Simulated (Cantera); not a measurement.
A closed system holds: 1 mol Si₃N₄, 2.1 mol O₂, 8.8 mol H₂, at 82.0 mbar.

These are equilibrium values from Cantera (NASA tables, ideal gas, pure condensed phases), not measurements of a reactor. Candidate condensed phases: H₂O, Si, SiO₂, Si₂N₂O, Si₃N₄; 35 gas species. Mutual solubility and eutectic melting of coexisting phases are not modelled. The tables hold silica as quartz up to 1696 K and as liquid above; real silica turns to tridymite and cristobalite and melts near 1996 K. The numbers say what is thermodynamically allowed, not how fast it happens.

x: gas mole fraction; n: condensed amount in mol.

```csv
T (°C),x H₂,x N₂,x SiO,x H,x H₂O,x NH₃,n SiO₂(β-quartz),n Si₂N₂O(s),n SiO₂(condensed),n SiO₂(l)
725,0.863,0.137,<1e-12,6.98e-9,2.86e-5,1.44e-5,1.80,0.600,0,0
825,0.863,0.137,4.37e-11,8.02e-8,4.53e-5,7.82e-6,1.80,0.600,0,0
925,0.863,0.137,4.53e-9,6.17e-7,6.60e-5,4.70e-6,1.80,0.600,0,0
1025,0.863,0.137,2.27e-7,3.48e-6,9.03e-5,3.04e-6,1.80,0.600,0,0
1125,0.863,0.137,6.41e-6,1.53e-5,0.000118,2.10e-6,1.80,0.600,0,0
1225,0.862,0.137,___,___,___,___,1.80,0.600,0,0
1325,0.861,0.137,0.00142,0.000172,0.000181,1.14e-6,1.79,0.596,0,0
1425,0.847,0.139,0.0129,0.000465,0.000212,8.72e-7,0,0.556,1.75,0
1525,___,0.150,___,___,0.000223,___,0,___,___,0
1625,0.695,0.158,0.143,0.00228,0.000791,4.55e-7,0,0,1.19,0
1725,0.688,0.158,0.146,0.00465,0.00401,3.74e-7,0,0,0,1.15
```

Problem. Some entries are withheld; supply them.

Solution. 
- 1225, x SiO: 0.000115
- 1225, x H: 5.57e-5
- 1225, x H₂O: 0.000148
- 1225, x NH₃: 1.52e-6
- 1525, x H₂: 0.761
- 1525, x SiO: 0.0878
- 1525, x H: 0.00107
- 1525, x NH₃: 6.18e-7
- 1525, n Si₂N₂O(s): 0.263
- 1525, n SiO₂(condensed): 1.46
